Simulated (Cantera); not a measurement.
Feed: 1 mol Si, 0.71 mol Cl2, 12 mol H2, equilibrated at 13300 Pa.

These are equilibrium values from Cantera (NASA tables, ideal gas, pure condensed phases), not measurements of a reactor. Candidate condensed phases: Si; 19 gas species. The tables' values for SiCl3 are old estimates; treat these amounts as uncertain. Equilibrium is a limit: real reactors are often held back by kinetics, nucleation or transport.

x: gas mole fraction; n: condensed amount in mol.

```csv
T (°C),x H2,x HCl,x SiCl4,x SiCl2,x SiHCl3,x SiCl3,x SiH2Cl2,n Si(s)
450,0.968,0.000497,0.0198,2.00e-7,0.0115,3.98e-6,0.000465,0.608
525,0.967,0.00152,0.0198,2.43e-6,0.0111,2.06e-5,0.000503,0.612
600,0.965,0.00379,0.0195,1.89e-5,0.0106,7.92e-5,0.000529,0.620
675,0.962,(withheld),0.0187,(withheld),0.0100,0.000240,0.000541,0.634
750,0.957,0.0152,0.0171,0.000432,0.00910,0.000592,0.000535,0.656
825,0.949,0.0256,0.0145,0.00140,0.00781,0.00120,0.000504,0.685
900,0.939,0.0386,0.0107,0.00361,0.00608,0.00198,0.000441,0.715
975,0.927,0.0520,0.00647,0.00732,0.00406,0.00256,0.000347,0.739
1050,0.918,(withheld),(withheld),(withheld),(withheld),0.00252,(withheld),0.752
1125,0.912,0.0682,0.00111,0.0150,0.00104,0.00198,0.000147,0.755
```

Problem. Fill in the missing entries.

Solution. 
- 1050, x HCl: 0.0625
- 1050, x SiCl4: 0.00300
- 1050, x SiCl2: 0.0116
- 1050, x SiHCl3: 0.00224
- 1050, x SiH2Cl2: 0.000239
- 675, x HCl: 0.00811
- 675, x SiCl2: 0.000104
